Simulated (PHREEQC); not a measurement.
A solution holds 0.0043 mol (NH4)2CO3 per kg of water, at 25 °C. Closed to the air; pH follows from the charge balance.

All values are PHREEQC results (ion-association model, wateq4f.dat), not measurements.

```tsv
quantity	before	after
pH	9.20	9.00
ionic strength (mol/kgw)	0.00504	5.69e-5
NH4+ (mol/kgw)	0.00468	5.50e-5
NH3 (mol/kgw)	0.00392	3.10e-5
```

Q: Which change was made?
A. diluted 100-fold with water
B. diluted 5-fold with water
C. 0.00035 mol/kgw KOH added
D. diluted 10-fold with water
E. (NH4)2CO3 from 0.0043 to 0.00473 mol/kgw

A: A, diluted 100-fold with water

Precipitation was switched off in this run.
